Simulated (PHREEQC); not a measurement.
# Hard or scaling water (model solution)

Make-up at 25 °C: 0.0024 mol/kgw CaCl2, 0.19 mol/kgw NaAlO2 and 4.6e-05 mol/kgw KCl. Closed to the air; pH follows from the charge balance.

Computed with PHREEQC (ion-association model, phreeqc.dat).

No solid was allowed to form.

Problem. Estimate the pH, activity of water.

Solution. pH 9.35; activity of water 0.993.

The solution is supersaturated, for example in Al(OH)3(a), Gibbsite (slow to form), so a real one may precipitate; this is no full list. Complexes and solids missing from the database can't appear.
